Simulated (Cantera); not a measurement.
What does this Cantera script print?

```python
import numpy as np
import cantera as ct

gas = ct.Solution("gri30.yaml")
gas.TPX = 975, 2000000, {'H2': 1, 'O2': 0.208, 'N2': 0.958}
reactor = ct.IdealGasConstPressureReactor(gas, energy="on", clone=False)
net = ct.ReactorNet([reactor])
net.rtol, net.atol = 1e-08, 1e-16
show = ['H2', 'O2', 'NO', 'HO2', 'N2O']
times = np.geomspace(3e-06, 0.1, 10)

steps = ct.SolutionArray(gas, extra=["t"])
rows = []
print(f"{'t/s':>10s}{'T/K':>9s}{'P/Pa':>11s}" + "".join(f"{s:>11s}" for s in show))
for t in times:
    while net.time < t:
        t_next = net.step()
        steps.append(gas.state, t=t_next)
    rows.append([np.interp(t, steps.t, y) for y in (steps.T, steps.P, *steps(*show).X.T)])
    print(f"{t:10.3e}{rows[-1][0]:9.1f}{rows[-1][1]:11.4g}" + "".join(f"{x:11.3e}" for x in rows[-1][2:]))
rate = np.gradient(steps.T, steps.t)
print("integrator steps:", len(steps.t))
if steps.T.max() > steps.T[0] + 200:
    print(f"time of steepest temperature rise: {steps.t[rate.argmax()]:.4e} s")
gas.TPX = 975, 2000000, {'H2': 1, 'O2': 0.208, 'N2': 0.958}
gas.equilibrate("HP")
print(f"equilibrium (HP): T = {gas.T:.1f} K  " + "  ".join(f"{s} {gas[s].X[0]:.3e}" for s in show))
```

It prints:

```
       t/s      T/K       P/Pa         H2         O2         NO        HO2        N2O
 3.000e-06    975.0      2e+06  4.617e-01  9.603e-02  1.712e-24  1.962e-09  1.646e-17
 9.543e-06    975.0      2e+06  4.617e-01  9.603e-02  6.230e-24  6.272e-09  7.923e-17
 3.035e-05    975.0      2e+06  4.617e-01  9.603e-02  2.458e-23  2.005e-08  5.180e-16
 9.655e-05    975.0      2e+06  4.617e-01  9.603e-02  1.374e-22  6.504e-08  4.368e-15
 3.071e-04    975.0      2e+06  4.617e-01  9.603e-02  1.749e-21  2.330e-07  4.417e-14
 9.769e-04    975.0      2e+06  4.617e-01  9.603e-02  1.151e-19  1.512e-06  6.855e-13
 3.107e-03    976.2      2e+06  4.616e-01  9.589e-02  1.985e-17  1.472e-05  2.257e-11
 9.884e-03   2374.2      2e+06  2.972e-01  2.528e-07  4.344e-06  1.134e-09  2.581e-09
 3.144e-02   2374.2      2e+06  2.972e-01  2.526e-07  1.547e-05  1.133e-09  3.064e-09
 1.000e-01   2374.2      2e+06  2.972e-01  2.526e-07  1.579e-05  1.133e-09  3.085e-09
integrator steps: 1870
time of steepest temperature rise: 8.0861e-03 s
equilibrium (HP): T = 2374.2 K  H2 2.972e-01  O2 2.526e-07  NO 1.579e-05  HO2 1.133e-09  N2O 3.085e-09
```

Detailed kinetics in Cantera: GRI-Mech 3.0 (53 species, 325 reactions). The hydrogen kinetics of GRI-Mech 3.0 are dated; newer H2 mechanisms differ, most at raised pressure. The pressure lies above the range GRI-Mech 3.0 was tuned for (to about 10 atm).
